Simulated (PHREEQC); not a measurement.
Ultrapure water in contact with air or piping

A made-up water analysis in mg/kgw, 2.5 °C, pH 5.82, pe 10: Na 0.0647; K 3.99e-06; Ca 0.153; Mg 0.00737; Cl 0.271; S(6) as SO4 0.0308; Alkalinity as HCO3 0.17; Cu(2) 0.00205; N(5) as NO3 0.0038.

Valence states are taken as typed.

All values are PHREEQC results (ion-association model, phreeqc.dat), not measurements.

No solid was allowed to form.

**Question.** Estimate the charge-balance error.

**Answer.** charge-balance error -0.1 %.

**Question.** In which forms is C present?

**Answer.** CO2 84 %, HCO3- 16 % of the C.

Away from 25 °C the constants follow the database's enthalpies or fits; those with neither stay at their 25 °C values.
